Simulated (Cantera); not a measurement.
Input: 1 mol SiH4, 0.011 mol CH4, 240 mol H2, equilibrated at 973 K and 37000 Pa.

Method: chemical equilibrium by Gibbs-energy minimisation in Cantera with the NASA 1993 tables (ideal gas, pure condensed phases). Candidate condensed phases: C, C6H6, C7H8, C8H18, Si, SiC; 87 gas species. Rates play no part.

Base state: H2 1.000, CH4 1.45e-5 (mole fractions); condensed: Si(s) + SiC(s).

**Question.** What changes in the equilibrium state with this change: pressure from 37000 Pa to 110 Pa?

**Answer.** 
```csv
species,before,after
H2,1.000,1.00
CH4,1.45e-5,4.32e-8
"Si(s), mol",0.992,0.989
"SiC(s), mol",0.00749,0.0110
```
